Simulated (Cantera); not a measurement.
Gas mixture: 70.3 % CO, 29.7 % N2, at 1.00 bar, frozen composition.

Cantera's kinetic-theory transport with the Lennard-Jones parameters of GRI-Mech 3.0, ideal gas; thermal conductivity in the multicomponent form.

D: mixture-averaged diffusion coefficient of that species in the mixture.

```csv
T (K),ρ (kg/m³),cp (J/kg/K),μ (µPa s),λ (mW/m/K),Pr,D (cm²/s) CH4,D (cm²/s) CH3,D (cm²/s) CO2
400,0.842,1048,22.1,32.2,0.719,0.376,0.378,0.268
600,0.561,1082,?,?,0.715,?,?,?
800,0.421,1133,?,?,0.714,?,?,?
1000,0.337,1180,41.0,67.8,0.713,1.79,1.80,1.31
1200,0.281,1214,46.2,78.7,0.712,2.43,2.44,1.78
1400,0.241,1242,51.0,89.0,0.712,3.14,3.15,2.31
```

**Question.** Fill in the missing entries.

**Answer.** 
- 600, μ (µPa s): 29.2
- 600, λ (mW/m/K): 44.2
- 600, D (cm²/s) CH4: 0.757
- 600, D (cm²/s) CH3: 0.760
- 600, D (cm²/s) CO2: 0.548
- 800, μ (µPa s): 35.4
- 800, λ (mW/m/K): 56.2
- 800, D (cm²/s) CH4: 1.23
- 800, D (cm²/s) CH3: 1.24
- 800, D (cm²/s) CO2: 0.898
